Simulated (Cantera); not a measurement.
Input: 1 mol SiHCl3, 0.4 mol NH3, 13 mol N2, equilibrated at 0.105 Torr.

Method: chemical equilibrium by Gibbs-energy minimisation in Cantera with the NASA 1993 tables (ideal gas, pure condensed phases). Candidate condensed phases: NH4Cl, Si, Si3N4; 28 gas species. The tables' values for SiCl3, SiCl are old estimates; treat these amounts as uncertain. Kinetics and transport are ignored. All values below are at 1573 K.

Base state: N2 0.835, SiCl2 0.0627, HCl 0.0622, H2 0.0381, Cl 0.000871, H 0.000671, SiCl3 0.000377, SiCl 0.000109 (mole fractions); condensed: gas only.

What changes in the equilibrium state with this change: SiHCl3 replaced by Si2Cl6?


| species | before | after |
|---|---|---|
| N2 | 0.835 | 0.788 |
| SiCl2 | 0.0627 | 0.0988 |
| HCl | 0.0622 | 0.0714 |
| H2 | 0.0381 | 8.14e-5 |
| SiCl3 | 0.000377 | 0.0147 |
| Cl | 0.000871 | 0.0216 |
| SiCl4 | 5.95e-6 | 0.00578 |
| Si | 7.15e-5 | 1.83e-7 |
| H | 0.000671 | 3.10e-5 |
The feed counts by its element totals alone. The tables' values for SiCl3 are old estimates; treat these amounts as uncertain.
